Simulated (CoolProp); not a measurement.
Vapour-liquid equilibrium of dimethyl ether (1) + n-pentane (2) at 213.2 K; x and y are mole fractions of (1).

Computed with CoolProp (multi-fluid Helmholtz-energy mixture model, Wu 2011 and Thol 2019; pair parameters Bell 2016).

```json
[
 {"x": "0.05", "bubble pressure, mixture model (bar)": "0.01121", "bubble pressure, Raoult's law (bar)": "0.01412", "y, mixture model": "0.470", "y, Raoult's law": "0.577"},
 {"x": "0.2", "bubble pressure, mixture model (bar)": "0.04094", "bubble pressure, Raoult's law (bar)": "0.03759", "y, mixture model": "0.886", "y, Raoult's law": "0.866"},
 {"x": "0.35", "bubble pressure, mixture model (bar)": "0.08214", "bubble pressure, Raoult's law (bar)": "0.06107", "y, mixture model": "0.957", "y, Raoult's law": "0.933"},
 {"x": "0.5", "bubble pressure, mixture model (bar)": "0.1152", "bubble pressure, Raoult's law (bar)": "0.08455", "y, mixture model": "0.976", "y, Raoult's law": "0.963"},
 {"x": "0.65", "bubble pressure, mixture model (bar)": "0.1336", "bubble pressure, Raoult's law (bar)": "0.1080", "y, mixture model": "0.983", "y, Raoult's law": "0.980"},
 {"x": "0.8", "bubble pressure, mixture model (bar)": "0.1439", "bubble pressure, Raoult's law (bar)": "0.1315", "y, mixture model": "0.987", "y, Raoult's law": "0.990"},
 {"x": "0.95", "bubble pressure, mixture model (bar)": "0.1564", "bubble pressure, Raoult's law (bar)": "0.1550", "y, mixture model": "0.995", "y, Raoult's law": "0.998"}
]
```

The largest gap from Raoult's law is +36.3 % in bubble pressure, at x = 0.5. No azeotrope shows between x = 0.05 and 0.95.

The pair parameters rest on a limited set of measurements; away from them the model extrapolates. The gap from Raoult's law changes sign with composition, which may be real or a fault of the pair parameters; it wasn't checked against measurements.
